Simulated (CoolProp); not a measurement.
Methane along the isobar 50.3 bar: fugacity coefficient from the reference equation and from simpler models built on Tc = 190.6 K, pc = 45.99 bar, ω = 0.011; each cubic takes its own stable root.

Values from CoolProp's reference Helmholtz-energy equation of state, Setzmann 1991.

```tsv
T (K)	phase	reference
164	liquid	0.3277
195.4	supercritical	0.6661
226.8	supercritical	0.7954
258.2	supercritical	0.8653
289.6	supercritical	0.9092
321	supercritical	0.9384
352.4	supercritical	0.9585
383.8	supercritical	0.9729
415.2	supercritical	0.9833
446.6	supercritical	0.9910
478	supercritical	0.9968
```

Q: How far does each simpler model (van der Waals, Redlich-Kwong, Peng-Robinson) lie from the reference over these 11 states: mean and median of the absolute difference, and the worst?

A: 
- van der Waals: mean 4.2 %, median 1.6 %, worst +30.9 % at 164 K and 50.3 bar
- Redlich-Kwong: mean 0.4 %, median 0.4 %, worst +0.6 % at 164 K and 50.3 bar
- Peng-Robinson: mean 1.9 %, median 1.6 %, worst -3.9 % at 195.4 K and 50.3 bar
